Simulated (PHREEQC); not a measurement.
Dissolve 0.017 mol CaCl2, 0.026 mol KNO3 and 0.00017 mol Al(NO3)3 per kg of water at 25 °C. Closed to the air; pH follows from the charge balance.

Equilibrium calculation in PHREEQC: ion-association model, wateq4f.dat.

```json
[
 {"quantity": "pH", "before": "4.57", "after": "5.56"},
 {"quantity": "Al(OH)3 (mol/kgw)", "before": "1.60e-8", "after": "3.30e-6"},
 {"quantity": "Al(OH)4- (mol/kgw)", "before": "1.43e-9", "after": "2.88e-6"},
 {"quantity": "SI of Boehmite (AlOOH)", "before": "+0.57", "after": "+2.88"},
 {"quantity": "SI of Gibbsite (Al(OH)3)", "before": "+1.04", "after": "+3.36"}
]
```

Question: What was changed between the two runs?
A. diluted 5-fold with water
B. 0.00028 mol/kgw NaHCO3 added
C. temperature from 25 to 65 °C
D. CaCl2 from 0.017 to 0.0187 mol/kgw
E. 0.00036 mol/kgw Mg(NO3)2 added

Answer: B, 0.00028 mol/kgw NaHCO3 added

This is a speciation only: nothing precipitates in the calculation. Some of these states are supersaturated (in Gibbsite (slow to form), Boehmite (slow to form), Al(OH)3(a), for instance).
